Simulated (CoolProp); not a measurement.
Vapour-liquid equilibrium of ethane (1) + n-pentane (2) at -6.25 °C; x and y are mole fractions of (1).

Computed with CoolProp (multi-fluid Helmholtz-energy mixture model, Bücker 2006 and Thol 2019; pair parameters Kunz 2012).

### Question
Give the bubble pressure and the first vapour's composition at x = 0.25, 0.35, 0.75. Is there an azeotrope?

### Answer
x = 0.25: 488.5 kPa, y = 0.965; x = 0.35: 678.2 kPa, y = 0.976; x = 0.75: 1452 kPa, y = 0.993. No azeotrope shows between x = 0.05 and 0.95.

Pair parameters are fitted to limited data, so mixtures are less certain than the pure fluids.
